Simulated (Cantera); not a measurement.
A Cantera script and what it prints.

```python
import numpy as np
import cantera as ct

gas_names = """
    H H2 N NH NH2 NH3 N2 N2H2 N2H4 Si SiH SiH2 SiH3 SiH4 SiN Si2 Si2N Si3
""".split()
cond_names = """
    Si(cr) Si(L) Si3N4(a)
""".split()


def load(file, names, dense=False):
    # The tables refer to 1 bar. Condensed volumes are neglected.
    table = {s.name: s for s in ct.Species.list_from_file(file)}
    out = []
    for n in names:
        d = dict(table[n].input_data)
        d["thermo"] = dict(d["thermo"], **{"reference-pressure": 1e5})
        if dense:
            d["equation-of-state"] = {"model": "constant-volume", "density": "1e6 g/cm^3"}
        out.append(ct.Species.from_dict(d))
    return out


gas = ct.Solution(thermo="ideal-gas", species=load("nasa_gas.yaml", gas_names))
cond = {s.name: ct.Solution(thermo="fixed-stoichiometry", species=[s], name=s.name)
        for s in load("nasa_condensed.yaml", cond_names, dense=True)}
atoms = {
    'Si3N4': {'Si': 3, 'N': 4},
    'H2': {'H': 2},
}
top_T = {'Si3N4(a)': 2400}  # K; cautious upper limits of use, not melting points


def equilibrate(T, P, feed):
    n = {}
    for name, mol in feed.items():
        for a, k in atoms[name].items():
            n[a] = n.get(a, 0.0) + k * mol
    gas.TPX = T, P, n
    mass = sum(n.values()) * gas.mean_molecular_weight
    gas.equilibrate("TP")
    valid = [c for c in cond.values() if c.min_temp <= T <= top_T.get(c.name, c.max_temp)]
    mix = ct.Mixture([(gas, mass / gas.mean_molecular_weight)] + [(c, 0.0) for c in valid])
    mix.T, mix.P = T, P
    mix.equilibrate("TP", solver="vcs", rtol=1e-11, max_steps=5000)
    return mix


results = []
T = 1198.15  # K
P = 133.322  # Pa
for m in [1.4, 1.9, 2.7, 3.7, 5, 6.9, 9.5, 13, 18, 25, 34, 47, 65]:
    feed = {'Si3N4': 1, 'H2': m}  # mol
    mix = equilibrate(T, P, feed)
    results.append((T, P, feed, dict(zip(mix.species_names, mix.species_moles))))

top = {s: max(r[3][s] / sum(r[3][g] for g in gas_names) for r in results) for s in gas_names}
cols = sorted((s for s in top if top[s] > 0.0001), key=lambda s: -top[s])[:7]
seen = [c for c in cond_names if any(r[3].get(c, 0) > 1e-12 for r in results)]
print("log10 of partial pressures in bar; condensed amounts in mol")
print(f"{'n(H2)':>10s}" + "".join(f"{s[:9]:>10s}" for s in cols + seen))
for T, P, feed, n in results:
    ng = sum(n[g] for g in gas_names)
    print(f"{feed['H2']:10.4g}" + "".join(f"{np.log10(max(n[s] / ng * P / 1e5, 1e-99)):10.3f}" for s in cols)
          + "".join(f"{n.get(c, 0):10.4g}" for c in seen))
```

It prints:

```
log10 of partial pressures in bar; condensed amounts in mol
     n(H2)        H2    Si(cr)  Si3N4(a)
       1.4    -2.875 4.237e-05         1
       1.9    -2.875  5.75e-05         1
       2.7    -2.875 8.171e-05         1
       3.7    -2.875  0.000112         1
         5    -2.875 0.0001513    0.9999
       6.9    -2.875 0.0002088    0.9999
       9.5    -2.875 0.0002875    0.9999
        13    -2.875 0.0003934    0.9999
        18    -2.875 0.0005447    0.9998
        25    -2.875 0.0007566    0.9997
        34    -2.875  0.001029    0.9997
        47    -2.875  0.001422    0.9995
        65    -2.875  0.001967    0.9993
```

Equilibrium computed with Cantera from the NASA thermochemical tables; the gas is ideal and each condensed phase is pure. Mutual solubility and eutectic melting of coexisting phases are not modelled.
